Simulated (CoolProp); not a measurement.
Vapour pressure (MPa) of R152A: the reference equation beside estimates from Tc = 386.4 K, pc = 4.517 MPa, ω = 0.275.

Computed with CoolProp (reference Helmholtz-energy equation of state, Outcalt 1996). It is a modified Benedict-Webb-Rubin equation, recast in Helmholtz form.

```tsv
T (K)	reference	van der Waals	Soave-Redlich-Kwong
208.4	0.01100	0.2060	0.01042
227.2	0.03440	0.3487	0.03328
246	0.08804	0.5478	…
264.8	0.1935	0.8117	0.1928
283.5	0.3771	1.146	0.3792
302.3	0.6732	1.560	…
321.1	1.118	2.059	1.137
339.9	1.754	2.648	1.787
358.6	…	…	2.670
```

Task: What belongs in the gaps?

Result: 
- 246, Soave-Redlich-Kwong: 0.08660
- 302.3, Soave-Redlich-Kwong: 0.6817
- 358.6, reference: 2.624
- 358.6, van der Waals: 3.327

Absolute difference from the reference over all 9 rows, mean and median: van der Waals 447.3 and 203.9 %, Soave-Redlich-Kwong 2.0 and 1.7 %.
